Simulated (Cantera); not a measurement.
An isothermal, constant-pressure homogeneous reactor starts with H₂ : O₂ = 0.019 : 1 (molar parts), at 1150 K and 500 Pa.

Detailed kinetics in Cantera: the H2/O2 subset of GRI-Mech 3.0, which has no nitrogen chemistry. Radical loss at walls, strong at low pressure, is not modelled.

x: mole fraction; the columns are a selection and need not sum to one.

```
t (s)         x H₂   x O₂    x H₂O₂       x O     x H₂O     x HO₂       x H
--------  --------  -----  --------  --------  --------  --------  --------
6.00e-6     0.0186  0.981    <1e-12    <1e-12    <1e-12  1.41e-11  1.38e-11
2.46e-5     0.0186  0.981    <1e-12  4.68e-12    <1e-12  5.79e-11  5.33e-11
0.000101    0.0186  0.981    <1e-12  6.69e-11  4.56e-12  2.38e-10  1.75e-10
0.000416    0.0186  0.981    <1e-12  7.27e-10  2.02e-10  9.78e-10  4.51e-10
0.00171     0.0186  0.981  1.23e-12   9.23e-9   7.58e-9   4.03e-9   2.35e-9
0.00702     0.0186  0.981  2.21e-11   2.97e-6   3.60e-6   2.19e-8   6.37e-7
0.0288    0.000189  0.965   1.59e-8    0.0145    0.0169   7.64e-7   0.00171
0.119     0.000121  0.968   1.32e-8    0.0126    0.0174   6.82e-7   0.00124
0.487      6.90e-5  0.974   1.32e-8   0.00701    0.0180   5.47e-7  0.000522
2.00           ___  0.979       ___       ___    0.0186       ___       ___
```

What belongs in the gaps?


- 2.00, x H₂: 1.58e-5
- 2.00, x H₂O₂: 1.09e-8
- 2.00, x O: 0.00158
- 2.00, x HO₂: 2.72e-7
- 2.00, x H: 5.60e-5
